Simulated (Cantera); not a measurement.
A perfectly stirred reactor is fed with 15.9 % H2, 17.6 % O2, 66.5 % N2, equivalence ratio 0.45, at 1.00 atm; it is adiabatic with a 323 K inlet, and is followed from long to short residence time, starting on the burning branch (τ in s: 0.026, 0.014, 0.0078, 0.0043, 0.0024, 0.0013, 0.00071, 0.00039, 0.00021, 0.00012, 6.4e-05, 3.5e-05, 1.9e-05).

Cantera simulation using the H2/O2 subset of GRI-Mech 3.0, which has no nitrogen chemistry; the numbers are that mechanism's predictions, not measurements.

One state of this run: T (K) = 1534; x H2 = 0.00113; x O2 = 0.105; x OH = 0.00219; x H2O2 = 8.80e-7; x O = 0.000816. x: mole fraction; the columns are a selection and need not sum to one.

Problem. Which value of τ (s) does it belong to?
A. 0.0024
B. 0.0043
C. 6.4e-5
D. 0.0013

Solution. B, 0.0043
